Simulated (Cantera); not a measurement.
Feed: 1 mol SiO₂, 0.88 mol CO, 12 mol H₂, equilibrated at 1273.15 K and 73000 Pa.

Equilibrium computed with Cantera from the NASA thermochemical tables; the gas is ideal and each condensed phase is pure. Candidate condensed phases: C, C₆H₆, C₇H₈, C₈H₁₈, H₂O, Si, SiC, SiO₂; 123 gas species. The tables hold silica as quartz up to 1696 K and as liquid above; real silica turns to tridymite and cristobalite and melts near 1996 K. Kinetics and transport are ignored.

What is the equilibrium state?

x(H₂): 0.930
x(CO): 0.0667
x(CH₄): 0.00182
x(H₂O): 0.00175
x(CO₂): 7.57e-5
n(SiO₂(β-quartz)): 1.00 mol
gas amount: 12.83 mol
log10 activity of C(graphite) (absent): -0.51
log10 activity of Si(s) (absent): -8.01
